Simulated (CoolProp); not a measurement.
The numbers come from the reference Helmholtz-energy equation of state, Thol 2016 in CoolProp.

Problem. Give the vapour pressure (kPa), vapour density (kg/m³), liquid cp (kJ/(kg K)), surface tension (mN/m) of saturated hexamethyldisiloxane (MM) at 462.5 K.

Solution. 
```
T (K)  p (kPa)  vapour density (kg/m³)  liquid cp (kJ/(kg K))  surface tension (mN/m)
-----  -------  ----------------------  ---------------------  ----------------------
462.5      763                    44.1                   2.48                    2.71
```

Surface tension comes from a separate correlation (Mulero 2014), older than this fluid's equation and unchecked against measurements.
